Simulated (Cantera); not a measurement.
An adiabatic, constant-volume homogeneous reactor starts with CO : H₂ : O₂ : N₂ : CO₂ = 1 : 0.51 : 1.54 : 16.9 : 0.41 (molar parts), equivalence ratio 0.49, at 1700 K and 20.0 bar. Integrator tolerance rtol = 1e-08.

Cantera simulation using GRI-Mech 3.0 (53 species, 325 reactions); the numbers are that mechanism's predictions, not measurements. The hydrogen kinetics of GRI-Mech 3.0 are dated; newer H2 mechanisms differ, most at raised pressure. The pressure lies above the range GRI-Mech 3.0 was tuned for (to about 10 atm).

### Question
What does this change do: pressure from 20.0 bar to 5.00 bar?

### Answer
```tsv
quantity	before	after
time of steepest temperature rise	1.66 µs	6.21 µs
temperature at 0.300 s	2336 K	2324 K
equilibrium temperature	2336 K	2324 K
x(CO) at 0.300 s	0.00105 (gas-phase equilibrium 0.00105)	0.00192 (gas-phase equilibrium 0.00192)
x(H₂) at 0.300 s	6.58e-5 (gas-phase equilibrium 6.58e-5)	0.000121 (gas-phase equilibrium 0.000121)
x(O₂) at 0.300 s	0.0365 (gas-phase equilibrium 0.0365)	0.0368 (gas-phase equilibrium 0.0368)
x(HO₂) at 0.300 s	2.78e-6 (gas-phase equilibrium 2.78e-6)	1.90e-6 (gas-phase equilibrium 1.90e-6)
x(H) at 0.300 s	1.84e-5 (gas-phase equilibrium 1.84e-5)	4.73e-5 (gas-phase equilibrium 4.73e-5)
```

### Question
What does this change do: initial temperature 1700 to 1450 K?

### Answer
```
quantity                                                            before                                      after
---------------------------------  ---------------------------------------  -----------------------------------------
time of steepest temperature rise                                  1.66 µs                                    5.06 µs
temperature at 0.300 s                                              2336 K                                     2123 K
equilibrium temperature                                             2336 K                                     2123 K
x(CO) at 0.300 s                   0.00105 (gas-phase equilibrium 0.00105)  0.000243 (gas-phase equilibrium 0.000243)
x(H₂) at 0.300 s                   6.58e-5 (gas-phase equilibrium 6.58e-5)    1.74e-5 (gas-phase equilibrium 1.74e-5)
x(O₂) at 0.300 s                     0.0365 (gas-phase equilibrium 0.0365)      0.0377 (gas-phase equilibrium 0.0376)
x(HO₂) at 0.300 s                  2.78e-6 (gas-phase equilibrium 2.78e-6)    1.46e-6 (gas-phase equilibrium 1.46e-6)
x(H) at 0.300 s                    1.84e-5 (gas-phase equilibrium 1.84e-5)    2.84e-6 (gas-phase equilibrium 2.83e-6)
```

### Question
What does this change do: O2 1.54 to 2.7 parts?

### Answer
| quantity | before | after |
|---|---|---|
| time of steepest temperature rise | 1.66 µs | 1.37 µs |
| temperature at 0.300 s | 2336 K | 2295 K |
| equilibrium temperature | 2336 K | 2295 K |
| x(CO) at 0.300 s | 0.00105 (gas-phase equilibrium 0.00105) | 0.000502 (gas-phase equilibrium 0.000502) |
| x(H₂) at 0.300 s | 6.58e-5 (gas-phase equilibrium 6.58e-5) | 3.19e-5 (gas-phase equilibrium 3.19e-5) |
| x(O₂) at 0.300 s | 0.0365 (gas-phase equilibrium 0.0365) | 0.0883 (gas-phase equilibrium 0.0883) |
| x(HO₂) at 0.300 s | 2.78e-6 (gas-phase equilibrium 2.78e-6) | 4.61e-6 (gas-phase equilibrium 4.61e-6) |
| x(H) at 0.300 s | 1.84e-5 (gas-phase equilibrium 1.84e-5) | 1.05e-5 (gas-phase equilibrium 1.05e-5) |
